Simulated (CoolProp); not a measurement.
Ethylene along the isobar 3.39 MPa: density (kg/m³) from the reference equation and from simpler models built on Tc = 9.2 °C, pc = 5.042 MPa, ω = 0.087; each cubic takes its own stable root.

Values from CoolProp's reference Helmholtz-energy equation of state, Smukala 2000.

| T (°C) | phase | reference | van der Waals | Redlich-Kwong | Soave-Redlich-Kwong | Peng-Robinson |
|---|---|---|---|---|---|---|
| -69.45 | liquid | 520.0 | 344.6 | 494.4 | 497.8 | 562.9 |
| -60.15 | liquid | 504.7 | 334.3 | 476.3 | 480.3 | 543.4 |
| -50.75 | liquid | 488.1 | 322.9 | 456.4 | 460.9 | 521.7 |
| -41.45 | liquid | 470.2 | 310.2 | 434.6 | 439.6 | 497.5 |
| -32.15 | liquid | 450.3 | … | 410.0 | 415.3 | 469.8 |
| -22.75 | liquid | 427.1 | 277.2 | 380.8 | 386.4 | 436.7 |
| -13.45 | liquid | 398.3 | 68.24 | 344.1 | 350.0 | … |
| -4.05 | gas | 67.00 | 61.01 | … | 66.22 | 68.79 |
| 5.25 | gas | 59.01 | … | 58.70 | 58.78 | 60.81 |

Q: What belongs in the gaps?

A: 
- -32.15, van der Waals: 295.5
- -13.45, Peng-Robinson: 394.9
- -4.05, Redlich-Kwong: 65.77
- 5.25, van der Waals: 55.99

At some of these states van der Waals gives the other phase, because its saturation line lies elsewhere.
